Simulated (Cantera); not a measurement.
A freely propagating, adiabatic, planar premixed flame of 5.43 % C₂H₄, 18.1 % O₂, 67.8 % N₂, 8.68 % H₂O, equivalence ratio 0.90, unburnt at 675 K and 750 Torr; multicomponent+Soret transport, grid criteria slope 0.08 and curve 0.16, no radiation.

Model: GRI-Mech 3.0 (53 species, 325 reactions), integrated in Cantera. GRI-Mech 3.0 was tuned for natural gas; its chemistry of ethylene as a main component is partial and can be far from experiment. Burning velocities carry a grid error of a few per cent, more on coarse grids.

Q: Predict: laminar burning velocity; thermal thickness; peak x(C₂H₂); peak x(H₂).

A: 
| Item | Value |
|---|---|
| laminar burning velocity | 258 cm/s |
| thermal thickness | 0.280 mm |
| peak x(C₂H₂) | 0.00179 |
| peak x(H₂) | 0.0168 |
